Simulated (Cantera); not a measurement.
Input: 1 mol SiC, a varied amount of N₂O, 15 mol H₂, held at 1175 °C and 13.3 mbar.

These are equilibrium values from Cantera (NASA tables, ideal gas, pure condensed phases), not measurements of a reactor. Candidate condensed phases: C, C₆H₆, C₇H₈, C₈H₁₈, H₂O, Si, SiC, SiO₂, Si₂N₂O, Si₃N₄; 151 gas species. Mutual solubility and eutectic melting of coexisting phases are not modelled. Rates play no part.

Q: At 0.048 mol N₂O, list the 4 most abundant gas species with their mole fractions, and the condensed phases.

A: H₂ 0.995, N₂ 0.00225, CO 0.00205, SiO 0.000203. Condensed: SiC(s) + Si₂N₂O(s).
